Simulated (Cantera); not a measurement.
Mixture: 14.4 % CH₄, 0.936 % CO, 17.3 % O₂, 64.8 % N₂, 2.59 % CO₂, at 1.01 bar, adiabatic and at constant volume. Ignition delay is the time to a rise of 400 K.

Computed with Cantera and GRI-Mech 3.0 (53 species, 325 reactions).

**Question.** Predict: delay at 1225 K; delay at 1325 K; delay at 1425 K; delay at 1525 K; delay at 1625 K; apparent activation energy between 1525 and 1625 K.

**Answer.** 
```json
{
  "delay at 1225 K": "44.7 ms",
  "delay at 1325 K": "11.5 ms",
  "delay at 1425 K": "3.33 ms",
  "delay at 1525 K": "1.11 ms",
  "delay at 1625 K": "0.427 ms",
  "apparent activation energy between 1525 and 1625 K": "200 kJ/mol"
}
```
